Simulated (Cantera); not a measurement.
Charge: 1 mol SiH4, 0.0077 mol C2H4, 730 mol H2, 0.43 mol CH4, equilibrated at 10.0 mbar.

These are equilibrium values from Cantera (NASA tables, ideal gas, pure condensed phases), not measurements of a reactor. Candidate condensed phases: C, C6H6, C7H8, C8H18, Si, SiC; 87 gas species. Mutual solubility and eutectic melting of coexisting phases are not modelled. Gases not in the tables: Si2H6 and higher silanes. Rates play no part.

Q: Which condensed phases are stable at each of these points (T (K)): 1200, 1350, 1500, 1650, 1800, 1950, 2100, 2250, 2400, 2550?

A: 
```
T (K)  condensed phases  Si condensed (%)
-----  ----------------  ----------------
1200     Si(s) + SiC(s)             100.0
1350     Si(s) + SiC(s)             100.0
1500     Si(s) + SiC(s)              99.8
1650     Si(s) + SiC(s)              97.0
1800     Si(l) + SiC(s)              71.0
1950             SiC(s)              41.3
2100           gas only               0.0
2250           gas only               0.0
2400           gas only               0.0
2550           gas only               0.0
```

From 1200 K to 1650 K the condensed part is Si(s) + SiC(s). At 1800 K the condensed part is Si(l) + SiC(s). At 1950 K the condensed part is SiC(s). From 2100 K to 2550 K nothing is condensed.
